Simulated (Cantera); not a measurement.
Mixture: CH₄ : H₂ : O₂ : N₂ = 1 : 0.034 : 2.84 : 18.2 (molar parts), at 500000 Pa, adiabatic and at constant pressure. Ignition delay is the time to a rise of 400 K.

Model: GRI-Mech 3.0 (53 species, 325 reactions), integrated in Cantera.

Predict: delay at 1073 K; delay at 1123 K; delay at 1173 K; delay at 1223 K; delay at 1273 K; delay at 1323 K; apparent activation energy between 1223 and 1323 K.


| Item | Value |
|---|---|
| delay at 1073 K | 38.5 ms |
| delay at 1123 K | 21.8 ms |
| delay at 1173 K | 12.5 ms |
| delay at 1223 K | 7.17 ms |
| delay at 1273 K | 4.14 ms |
| delay at 1323 K | 2.42 ms |
| apparent activation energy between 1223 and 1323 K | 150 kJ/mol |
